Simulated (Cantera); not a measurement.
Input: 1 mol SiH4, 260 mol N2, equilibrated at 1698.15 K and 510 Torr.

Method: chemical equilibrium by Gibbs-energy minimisation in Cantera with the NASA 1993 tables (ideal gas, pure condensed phases). Candidate condensed phases: Si, Si3N4; 18 gas species. The numbers say what is thermodynamically allowed, not how fast it happens.

Base state: N2 0.992, H2 0.00765, H 1.54e-5 (mole fractions); condensed: Si3N4(s).

What changes in the equilibrium state with this change: SiH4 replaced by SiH2Cl2?


```csv
species,before,after
N2,0.992,0.992
HCl,0,0.00497
H2,0.00765,0.00134
SiCl2,0,0.00114
SiCl3,0,0.000103
SiCl4,0,1.86e-5
"Si3N4(s), mol",0.333,0.224
```
The tables' values for SiCl3 are old estimates; treat these amounts as uncertain. Further candidate phases: NH4Cl.

What changes in the equilibrium state with this change: SiH4 replaced by SiCl4?


| species | before | after |
|---|---|---|
| N2 | 0.992 | 0.995 |
| SiCl4 | 0 | 0.00323 |
| Cl | 0 | 0.000714 |
| H2 | 0.00765 | 0 |
| SiCl3 | 0 | 0.000467 |
| SiCl2 | 0 | 0.000133 |
| H | 1.54e-5 | 0 |
| Si3N4(s), mol | 0.333 | 0 |
The tables' values for SiCl3 are old estimates; treat these amounts as uncertain.
